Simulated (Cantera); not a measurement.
Input: 1 mol SiHCl3, 0.16 mol HCl, 150 mol H2, equilibrated at 1252 °C and 0.00133 bar.

Cantera equilibrium calculation (NASA polynomials, part measured and part estimated; ideal gas, pure solids and liquids). Candidate condensed phases: Si; 19 gas species. Kinetics and transport are ignored.

Base state: H2 0.980, HCl 0.0185, SiCl2 0.00114, H 0.000641, Si 1.42e-5 (mole fractions); condensed: Si(s).

What changes in the equilibrium state with this change: temperature from 1252 °C to 852 °C?


```csv
species,before,after
H2,0.980,0.980
HCl,0.0185,0.0190
SiCl2,0.00114,0.000778
H,0.000641,1.20e-6
Si,1.42e-5,<1e-9
SiCl4,7.10e-9,1.96e-5
SiHCl3,4.26e-8,1.76e-5
SiCl3,1.65e-6,3.52e-5
"Si(s), mol",0.823,0.870
```
The tables' values for SiCl3 are old estimates; treat these amounts as uncertain.

What changes in the equilibrium state with this change: temperature from 1252 °C to 1677 °C?


```csv
species,before,after
H2,0.980,0.944
H,0.000641,0.0305
HCl,0.0185,0.0191
Si,1.42e-5,0.00574
Si2,2.16e-8,1.69e-5
SiH,1.48e-6,0.000156
Cl,9.69e-6,0.000462
"Si(s), mol",0.823,0
```
The tables' values for SiCl are old estimates; treat these amounts as uncertain. Gases not in the tables: Si2H6 and higher silanes.
